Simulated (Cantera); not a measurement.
A Cantera script and what it prints.

```python
import numpy as np
import cantera as ct

gas_names = """
    AL ALH ALO ALOH ALO2 ALO2H AL2 AL2O AL2O2 H HALO HO2 H2 H2O H2O2 O OH O2 O3
""".split()
cond_names = """
    AL(cr) AL(L) AL2O3(a) AL2O3(L) H2O(s) H2O(L)
""".split()


# ... load() reads the species with a 1 bar reference pressure and builds the phases ...
atoms = {
    'Al2O3': {'AL': 2, 'O': 3},
    'H2': {'H': 2},
}
top_T = {}  # K; cautious upper limits of use, not melting points


# ... equilibrate(T, P, feed) seeds the gas with the atoms and calls Mixture.equilibrate('TP', solver="vcs", rtol=1e-11, max_steps=5000) ...
results = []
feed = {'Al2O3': 1, 'H2': 0.13}  # mol
T = 1873.15  # K
P = 14  # Pa
mix = equilibrate(T, P, feed)
results.append((T, P, feed, dict(zip(mix.species_names, mix.species_moles))))
print(gas.report(threshold=1e-06))
for i in range(1, mix.n_phases):
    print(f"{mix.phase(i).name:16s} {mix.phase_moles(i):12.5e} mol")
```

Output:

```
       temperature   1873.2 K
          pressure   14 Pa
           density   1.7898e-06 kg/m^3
  mean mol. weight   1.991 kg/kmol
   phase of matter   gas

                          1 kg             1 kmol
                     ---------------   ---------------
          enthalpy        2.9819e+07        5.9372e+07  J
   internal energy        2.1997e+07        4.3797e+07  J
           entropy        1.3066e+05        2.6015e+05  J/K
    Gibbs function       -2.1492e+08       -4.2792e+08  J
 heat capacity c_p             16614             33080  J/K
 heat capacity c_v             12438             24765  J/K

                      mass frac. Y      mole frac. X     chem. pot. / RT
                     ---------------   ---------------   ---------------
                AL          0.006645        0.00049035           -17.633
               ALH        2.9846e-05        2.1231e-06           -31.735
               ALO        4.3042e-05        1.9939e-06           -48.133
              ALOH        0.00047493        2.1497e-05           -62.235
              AL2O         0.0011541        3.2845e-05           -65.766
                 H          0.026884          0.053103           -14.102
                H2           0.95738           0.94553           -28.204
               H2O         0.0073507        0.00081241           -58.703
                OH        3.0264e-05        3.5431e-06           -44.602
     [  +10 minor]        4.3877e-06        2.5388e-07

AL(L)             0.00000e+00 mol
AL2O3(a)          9.99961e-01 mol
```

These are equilibrium values from Cantera (NASA tables, ideal gas, pure condensed phases), not measurements of a reactor. The tables' values for AlOH are old estimates; treat these amounts as uncertain.
